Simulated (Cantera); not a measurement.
# Reactions in the system B-Cl-F-H

Standard-state values (1 bar) from the NASA 1993 polynomials, evaluated with Cantera. Values are per mole of reaction as written; species without (g) are pure solids or liquids, kept so even where they would boil at 1 bar.

3 H2(g) + 2 BCl3(g) + 6 F(g) = 2 BF3(g) + 6 HCl(g)

| T (K) | ΔH° (kJ) | ΔS° (J/K) | ΔG° (kJ) | log10 K |
|---|---|---|---|---|
| 1600 | -2550.8 | -379.1 | -1944.2 | 63.47 |
| 1700 | -2552.9 | -380.4 | -1906.3 | 58.57 |
| 1800 | -2554.8 | -381.5 | -1868.2 | 54.21 |
| 1900 | -2556.6 | -382.4 | -1830.0 | 50.31 |
| 2000 | -2558.3 | -383.3 | -1791.7 | 46.79 |
| 2100 | -2560.0 | -384.1 | -1753.3 | 43.61 |
| 2200 | -2561.5 | -384.8 | -1714.9 | 40.72 |
| 2300 | -2563.0 | -385.5 | -1676.4 | 38.07 |
| 2400 | -2564.5 | -386.1 | -1637.8 | 35.64 |
| 2500 | -2565.9 | -386.7 | -1599.1 | 33.41 |
